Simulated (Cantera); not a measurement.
A Cantera script and its output.

```python
import numpy as np
import cantera as ct

gas = ct.Solution("h2o2.yaml")
gas.TPX = 975, 1333, {'H2': 0.022, 'O2': 1, 'N2': 2}
reactor = ct.IdealGasConstPressureReactor(gas, energy="off", clone=False)
net = ct.ReactorNet([reactor])
net.rtol, net.atol = 1e-08, 1e-18
show = ['H2', 'O2', 'HO2', 'OH', 'H']
times = np.geomspace(8e-06, 10, 9)

steps = ct.SolutionArray(gas, extra=["t"])
rows = []
print(f"{'t/s':>10s}{'T/K':>9s}{'P/Pa':>11s}" + "".join(f"{s:>11s}" for s in show))
for t in times:
    while net.time < t:
        t_next = net.step()
        steps.append(gas.state, t=t_next)
    rows.append([np.interp(t, steps.t, y) for y in (steps.T, steps.P, *steps(*show).X.T)])
    print(f"{t:10.3e}{rows[-1][0]:9.1f}{rows[-1][1]:11.4g}" + "".join(f"{x:11.3e}" for x in rows[-1][2:]))
rate = np.gradient(steps.T, steps.t)
print("integrator steps:", len(steps.t))
if steps.T.max() > steps.T[0] + 200:
    print(f"time of steepest temperature rise: {steps.t[rate.argmax()]:.4e} s")
gas.TPX = 975, 1333, {'H2': 0.022, 'O2': 1, 'N2': 2}
gas.equilibrate("TP")
print(f"equilibrium (TP): T = {gas.T:.1f} K  " + "  ".join(f"{s} {gas[s].X[0]:.3e}" for s in show))
```

Output:

```
       t/s      T/K       P/Pa         H2         O2        HO2         OH          H
 8.000e-06    975.0       1333  7.280e-03  3.309e-01  9.271e-14  8.062e-16  9.187e-14
 4.626e-05    975.0       1333  7.280e-03  3.309e-01  5.365e-13  2.558e-14  5.101e-13
 2.675e-04    975.0       1333  7.280e-03  3.309e-01  3.114e-12  6.795e-13  2.435e-12
 1.547e-03    975.0       1333  7.280e-03  3.309e-01  1.829e-11  1.093e-11  1.062e-11
 8.944e-03    975.0       1333  7.280e-03  3.309e-01  1.523e-10  8.534e-10  5.951e-10
 5.172e-02    975.0       1333  6.382e-04  3.266e-01  1.924e-06  4.448e-04  1.240e-03
 2.991e-01    975.0       1333  1.174e-05  3.281e-01  6.661e-07  7.441e-05  3.468e-05
 1.729e+00    975.0       1333  4.569e-07  3.284e-01  1.160e-07  1.531e-05  3.177e-07
 1.000e+01    975.0       1333  1.729e-08  3.285e-01  1.072e-08  3.351e-06  3.235e-09
integrator steps: 1455
equilibrium (TP): T = 975.0 K  H2 4.524e-12  O2 3.285e-01  HO2 7.937e-11  OH 6.216e-08  H 2.121e-14
```

Cantera simulation using the H2/O2 subset of GRI-Mech 3.0, which has no nitrogen chemistry; the numbers are that mechanism's predictions, not measurements. Radical loss at walls, strong at low pressure, is not modelled.
